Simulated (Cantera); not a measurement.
A perfectly stirred reactor is fed with 12.5 % CH₄, 3.24 % CO, 17.7 % O₂, 66.6 % N₂, equivalence ratio 1.5, at 1.00 bar; it is adiabatic with a 600 K inlet, and is followed from long to short residence time, starting on the burning branch (τ in s: 0.18, 0.088, 0.043, 0.021, 0.01, 0.0051, 0.0025, 0.0012, 0.0006, 0.00029, 0.00014, 7.1e-05).

Computed with Cantera and GRI-Mech 3.0 (53 species, 325 reactions).

x: mole fraction; the columns are a selection and need not sum to one.

| τ (s) | T (K) | x CH₄ | x CO | x O₂ | x HO₂ | x H₂ | x C₂H₆ | x O |
|---|---|---|---|---|---|---|---|---|
| 0.18 | 2142 | 3.90e-5 | 0.0982 | 4.41e-5 | 1.08e-8 | 0.0662 | 5.61e-10 | 9.83e-6 |
| 0.088 | 2139 | 5.62e-5 | 0.0981 | 7.33e-5 | 1.80e-8 | 0.0661 | 1.42e-9 | 1.36e-5 |
| 0.043 | 2135 | 7.83e-5 | 0.0980 | 0.000122 | 3.08e-8 | 0.0660 | 3.34e-9 | 1.95e-5 |
| 0.021 | 2130 | 0.000108 | 0.0979 | 0.000203 | 5.34e-8 | 0.0658 | 7.56e-9 | 2.84e-5 |
| 0.010 | 2124 | 0.000154 | 0.0978 | 0.000348 | 9.52e-8 | 0.0655 | 1.78e-8 | 4.18e-5 |
| 0.0051 | 2117 | 0.000224 | 0.0978 | 0.000575 | 1.63e-7 | 0.0652 | 4.07e-8 | 5.76e-5 |
| 0.0025 | 2108 | (withheld) | 0.0977 | (withheld) | (withheld) | 0.0646 | (withheld) | (withheld) |
| 0.0012 | 2095 | 0.000602 | 0.0979 | 0.00185 | 6.02e-7 | 0.0637 | 3.17e-7 | 0.000104 |
| 0.00060 | 2075 | 0.00105 | 0.0983 | 0.00342 | 1.28e-6 | 0.0625 | 9.73e-7 | 0.000138 |
| 0.00029 | 2035 | 0.00207 | 0.0996 | 0.00704 | 3.42e-6 | 0.0605 | 3.88e-6 | 0.000184 |
| 0.00014 | 600 | 0.125 | 0.0324 | 0.177 | <1e-12 | <1e-12 | <1e-12 | <1e-12 |
| 7.1e-5 | 600 | 0.125 | 0.0324 | 0.177 | <1e-12 | <1e-12 | <1e-12 | <1e-12 |

Task: Complete the blanks.

Result: 
- 0.0025, x CH₄: 0.000353
- 0.0025, x O₂: 0.00101
- 0.0025, x HO₂: 3.00e-7
- 0.0025, x C₂H₆: 1.07e-7
- 0.0025, x O: 7.81e-5
